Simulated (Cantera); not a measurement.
Input: 1 mol PbO, 43 mol H₂, at 1330 Pa.

Equilibrium computed with Cantera from the NASA thermochemical tables; the gas is ideal and each condensed phase is pure. Candidate condensed phases: H₂O, Pb, PbO, PbO₂, Pb₃O₄; 12 gas species. The numbers say what is thermodynamically allowed, not how fast it happens. All values below are at 900 °C.

Base state: H₂ 0.955, H₂O 0.0227, Pb 0.0227 (mole fractions); condensed: gas only.

Q: What changes in the equilibrium state with this change: PbO replaced by Fe(CO)₅?

A: 
| species | before | after |
|---|---|---|
| H₂ | 0.955 | 0.896 |
| CO | 0 | 0.104 |
| CH₄ | 0 | 0.000100 |
| Pb | 0.0227 | 0 |
| H₂O | 0.0227 | 9.17e-5 |
| Fe(α), mol | 0 | 1.00 |
Further candidate phases: C, C₆H₆, C₇H₈, C₈H₁₈, Fe, Fe(CO)₅, FeO, Fe(OH)₂, Fe(OH)₃, Fe₂O₃, Fe₃O₄.
